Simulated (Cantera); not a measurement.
## Carbothermic reduction: TiO₂ + CH₄ + H₂ + CO

Input: 1 mol TiO₂, 2.1 mol CH₄, 0.63 mol H₂, 12 mol CO, equilibrated at 0.360 bar.

These are equilibrium values from Cantera (NASA tables, ideal gas, pure condensed phases), not measurements of a reactor. Candidate condensed phases: C, C₆H₆, C₇H₈, C₈H₁₈, H₂O, Ti, TiC, TiO, TiO₂, Ti₂O₃, Ti₃O₅, Ti₄O₇; 113 gas species. Mutual solubility and eutectic melting of coexisting phases are not modelled. TiC, TiO: taken at fixed stoichiometry. Condensed phases not in the tables: solid solutions among these carbides, nitrides and lower oxides. Kinetics and transport are ignored.

At 2073 K the condensed part is TiC(s) + Ti₂O₃(s). From 2173 K to 2673 K the condensed part is TiC(s) + TiO(l). The main Ti-bearing gas is TiO throughout.

| T (K) | x CO | x H₂ | x H | x TiO | x Ti | x H₂O | x CO₂ | n TiC(s) | n Ti₂O₃(s) | n TiO(l) |
|---|---|---|---|---|---|---|---|---|---|---|
| 2073 | 0.735 | 0.263 | 0.00225 | 5.18e-6 | 2.35e-7 | 0.000175 | 0.000101 | 0.642 | 0.179 | 0 |
| 2173 | 0.736 | 0.260 | 0.00410 | 2.30e-5 | 1.75e-6 | 0.000163 | 8.91e-5 | 0.552 | 0 | 0.447 |
| 2273 | 0.734 | 0.258 | 0.00711 | 7.84e-5 | 1.02e-5 | 0.000144 | 7.44e-5 | 0.552 | 0 | 0.446 |
| 2373 | 0.733 | 0.255 | 0.0118 | 0.000240 | 5.13e-5 | 0.000128 | 6.30e-5 | 0.551 | 0 | 0.443 |
| 2473 | 0.730 | 0.251 | 0.0186 | 0.000665 | 0.000225 | 0.000114 | 5.40e-5 | 0.550 | 0 | 0.434 |
| 2573 | 0.725 | 0.244 | 0.0283 | 0.00170 | 0.000879 | 0.000101 | 4.67e-5 | 0.543 | 0 | 0.408 |
| 2673 | 0.717 | 0.234 | 0.0414 | 0.00402 | 0.00309 | 8.83e-5 | 4.06e-5 | 0.522 | 0 | 0.343 |
x: gas mole fraction; n: condensed amount in mol.
